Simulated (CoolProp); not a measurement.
A single-stage vapour-compression cycle with propylene: evaporating at 263.15 K (dew point), condensing at 283.15 K (bubble point), superheat 2 K, subcooling 5 K, compressor efficiency 0.65, no pressure losses. Each further row changes one setting.

Model: reference Helmholtz-energy equation of state, Lemmon 2013, in CoolProp.

```json
[
 {"case": "as stated", "cooling COP": "8.02", "pressure ratio": "1.82", "discharge temperature (K)": "299.9", "refrigerating effect (kJ/kg)": "359", "volumetric capacity (kJ/m³)": "3240"},
 {"case": "evaporating temperature 268.15 K", "cooling COP": "11.1", "pressure ratio": "1.55", "discharge temperature (K)": "295.9", "refrigerating effect (kJ/kg)": "___", "volumetric capacity (kJ/m³)": "3830"},
 {"case": "condensing temperature 278.15 K", "cooling COP": "10.9", "pressure ratio": "1.58", "discharge temperature (K)": "291.6", "refrigerating effect (kJ/kg)": "371", "volumetric capacity (kJ/m³)": "3360"},
 {"case": "subcooling 10 K", "cooling COP": "8.29", "pressure ratio": "1.82", "discharge temperature (K)": "299.9", "refrigerating effect (kJ/kg)": "371", "volumetric capacity (kJ/m³)": "3350"},
 {"case": "superheat 12 K", "cooling COP": "7.96", "pressure ratio": "1.82", "discharge temperature (K)": "310.2", "refrigerating effect (kJ/kg)": "375", "volumetric capacity (kJ/m³)": "___"},
 {"case": "compressor efficiency 0.55", "cooling COP": "6.79", "pressure ratio": "1.82", "discharge temperature (K)": "___", "refrigerating effect (kJ/kg)": "359", "volumetric capacity (kJ/m³)": "3240"}
]
```

Task: Fill in the missing entries.

Result: 
- evaporating temperature 268.15 K, refrigerating effect (kJ/kg): 364
- superheat 12 K, volumetric capacity (kJ/m³): 3220
- compressor efficiency 0.55, discharge temperature (K): 304.5
